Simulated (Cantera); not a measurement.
Charge: 1 mol SiHCl3, 6.7 mol NH3, 3.3 mol H2, 6 mol N2, held at 0.950 bar.

These are equilibrium values from Cantera (NASA tables, ideal gas, pure condensed phases), not measurements of a reactor. Candidate condensed phases: NH4Cl, Si, Si3N4; 28 gas species. The tables' values for SiCl3, SiCl, SiN are old estimates; treat these amounts as uncertain. Gases not in the tables: Si2H6 and higher silanes. Equilibrium is a limit: real reactors are often held back by kinetics, nucleation or transport.

x: gas mole fraction; n: condensed amount in mol.

```csv
T (K),x H2,x N2,x HCl,x SiCl2,x H,x SiCl4,x NH3,n Si3N4(s),n Si(l)
775,0.516,0.362,0.119,<1e-12,<1e-12,0.00147,0.000822,0.322,0
875,0.515,0.362,0.121,6.64e-11,3.69e-11,0.000854,0.000315,0.326,0
975,0.515,0.362,0.123,2.87e-9,8.42e-10,0.000550,0.000146,0.329,0
1075,0.515,0.362,0.123,6.09e-8,1.08e-8,0.000385,7.72e-5,0.330,0
1175,0.514,0.362,0.124,7.60e-7,9.02e-8,0.000286,4.54e-5,0.331,0
1275,0.514,0.362,0.124,6.32e-6,5.42e-7,0.000223,2.89e-5,0.331,0
1375,0.514,0.362,0.124,3.82e-5,2.52e-6,0.000179,1.97e-5,0.331,0
1475,0.514,0.362,0.123,0.000178,9.54e-6,0.000147,1.41e-5,0.330,0
1575,0.515,0.362,0.122,0.000669,3.06e-5,0.000120,1.05e-5,0.325,0
1675,0.516,0.362,0.119,0.00205,8.56e-5,9.27e-5,8.19e-6,0.313,0
1775,0.518,0.364,0.112,0.00512,0.000214,6.39e-5,6.57e-6,___,0
1875,0.521,0.366,0.101,0.0104,0.000486,3.69e-5,5.43e-6,___,0
1975,0.525,0.369,0.0870,0.0172,0.00102,1.77e-5,4.60e-6,___,0
2075,0.522,0.378,0.0737,0.0229,0.00197,7.41e-6,3.92e-6,___,0.410
```

Q: Some entries are withheld; supply them.

A: 
- 1775, n Si3N4(s): 0.287
- 1875, n Si3N4(s): 0.244
- 1975, n Si3N4(s): 0.188
- 2075, n Si3N4(s): 0
